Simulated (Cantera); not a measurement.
A perfectly stirred reactor is fed with H₂ : O₂ : N₂ = 1 : 1 : 3.76 (molar parts), equivalence ratio 0.50, at 10500 Torr; it is adiabatic with a 300 K inlet, and is followed from long to short residence time, starting on the burning branch (τ in s: 0.083, 0.031, 0.011, 0.0041, 0.0015, 0.00055, 0.0002, 7.4e-05, 2.7e-05).

Computed with Cantera and GRI-Mech 3.0 (53 species, 325 reactions). The hydrogen kinetics of GRI-Mech 3.0 are dated; newer H2 mechanisms differ, most at raised pressure. The pressure lies above the range GRI-Mech 3.0 was tuned for (to about 10 atm).

Question: What does this change do: O2 1 to 0.72 parts?

Answer: 
```
quantity                                                                      before                                   after
------------------------------------------------  ----------------------------------  --------------------------------------
blow-out, bracketed by the residence times tried  burning at 74.0 µs, out at 27.0 µs  burning at 27.0 µs, the shortest tried
x(H₂) at τ = 83.0 ms                                                         2.92e-5                                 3.61e-5
x(O₂) at τ = 83.0 ms                                                          0.0950                                  0.0441
x(OH) at τ = 83.0 ms                                                        0.000198                                0.000266
x(H) at τ = 83.0 ms                                                          2.00e-7                                 5.19e-7
x(NO) at τ = 83.0 ms                                                         1.76e-6                                 4.13e-6
x(H₂) at τ = 1.50 ms                                                        0.000637                                0.000627
x(O₂) at τ = 1.50 ms                                                          0.0952                                  0.0443
x(OH) at τ = 1.50 ms                                                        0.000447                                0.000654
x(H) at τ = 1.50 ms                                                          7.79e-6                                 1.82e-5
x(NO) at τ = 1.50 ms                                                         1.39e-6                                 3.14e-6
```
